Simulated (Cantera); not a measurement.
An isothermal, constant-pressure homogeneous reactor starts with 0.507 % CO, 0.273 % O2, 1.66 % H2O, 97.6 % N2, equivalence ratio 0.93, at 1223 K and 3750 Torr.

Computed with Cantera and GRI-Mech 3.0 (53 species, 325 reactions).

x: mole fraction; the columns are a selection and need not sum to one.

```json
[
 {"t (s)": "0.000200", "x CO": "0.00507", "x O2": "0.00273", "x H2O": "0.0166", "x H2": "7.81e-10", "x HO2": "1.20e-9", "x H2O2": "<1e-12", "x H": "6.11e-10"},
 {"t (s)": "0.000654", "x CO": "0.00507", "x O2": "0.00273", "x H2O": "0.0166", "x H2": "…", "x HO2": "…", "x H2O2": "6.26e-11", "x H": "…"},
 {"t (s)": "0.00214", "x CO": "0.00451", "x O2": "0.00249", "x H2O": "0.0165", "x H2": "9.93e-5", "x HO2": "4.06e-6", "x H2O2": "1.46e-7", "x H": "1.63e-5"},
 {"t (s)": "0.00700", "x CO": "0.00118", "x O2": "0.000848", "x H2O": "0.0165", "x H2": "0.000135", "x HO2": "1.48e-6", "x H2O2": "8.27e-8", "x H": "1.34e-5"},
 {"t (s)": "0.0229", "x CO": "…", "x O2": "…", "x H2O": "0.0166", "x H2": "…", "x HO2": "…", "x H2O2": "…", "x H": "…"},
 {"t (s)": "0.0749", "x CO": "1.86e-5", "x O2": "0.000210", "x H2O": "0.0166", "x H2": "1.16e-5", "x HO2": "1.01e-7", "x H2O2": "2.27e-9", "x H": "1.68e-7"},
 {"t (s)": "0.245", "x CO": "1.51e-6", "x O2": "0.000197", "x H2O": "0.0166", "x H2": "1.31e-6", "x HO2": "1.12e-8", "x H2O2": "5.07e-10", "x H": "9.16e-9"},
 {"t (s)": "0.801", "x CO": "6.88e-8", "x O2": "0.000195", "x H2O": "0.0166", "x H2": "9.71e-8", "x HO2": "6.83e-10", "x H2O2": "1.19e-10", "x H": "3.40e-10"},
 {"t (s)": "2.62", "x CO": "1.00e-8", "x O2": "0.000196", "x H2O": "0.0166", "x H2": "2.04e-8", "x HO2": "1.13e-10", "x H2O2": "3.19e-11", "x H": "3.79e-11"},
 {"t (s)": "8.57", "x CO": "5.02e-9", "x O2": "0.000196", "x H2O": "0.0166", "x H2": "1.12e-8", "x HO2": "5.77e-11", "x H2O2": "1.58e-11", "x H": "1.48e-11"},
 {"t (s)": "28.0", "x CO": "4.86e-9", "x O2": "0.000196", "x H2O": "0.0166", "x H2": "1.09e-8", "x HO2": "5.60e-11", "x H2O2": "1.52e-11", "x H": "1.41e-11"},
 {"t (s)": "91.7", "x CO": "4.86e-9", "x O2": "0.000196", "x H2O": "0.0166", "x H2": "1.09e-8", "x HO2": "5.60e-11", "x H2O2": "1.52e-11", "x H": "1.41e-11"},
 {"t (s)": "300", "x CO": "4.86e-9", "x O2": "0.000196", "x H2O": "0.0166", "x H2": "1.09e-8", "x HO2": "5.60e-11", "x H2O2": "1.52e-11", "x H": "1.41e-11"}
]
```

Q: Complete the blanks.

A: 
- 0.000654, x H2: 4.60e-8
- 0.000654, x HO2: 5.76e-8
- 0.000654, x H: 1.88e-8
- 0.0229, x CO: 0.000154
- 0.0229, x O2: 0.000297
- 0.0229, x H2: 5.36e-5
- 0.0229, x HO2: 3.94e-7
- 0.0229, x H2O2: 1.57e-8
- 0.0229, x H: 2.12e-6
